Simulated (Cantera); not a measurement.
Input: 1 mol SiCl4, 0.22 mol HCl, 84 mol H2, held at 973 K and 0.0350 bar.

Equilibrium computed with Cantera from the NASA thermochemical tables; the gas is ideal and each condensed phase is pure. Candidate condensed phases: Si; 19 gas species. The tables' values for SiCl3 are old estimates; treat these amounts as uncertain. Equilibrium is a limit: real reactors are often held back by kinetics, nucleation or transport.

Base state: H2 0.978, HCl 0.0111, SiCl4 0.00673, SiHCl3 0.00332, SiCl3 0.000219, SiCl2 0.000204, SiH2Cl2 0.000171 (mole fractions); condensed: Si(s).

What changes in the equilibrium state with this change: temperature from 973 K to 1700 K?


```csv
species,before,after
H2,0.978,0.956
HCl,0.0111,0.0380
SiCl2,0.000204,0.00540
SiCl4,0.00673,3.64e-7
H,5.72e-9,0.000770
Cl,<1e-9,2.38e-5
SiCl,<1e-9,2.28e-5
Si,<1e-9,1.94e-5
SiH2,<1e-9,1.36e-5
"Si(s), mol",0.0908,0
"Si(l), mol",0,0.526
```
The tables' values for SiCl3, SiCl are old estimates; treat these amounts as uncertain. Gases not in the tables: Si2H6 and higher silanes.
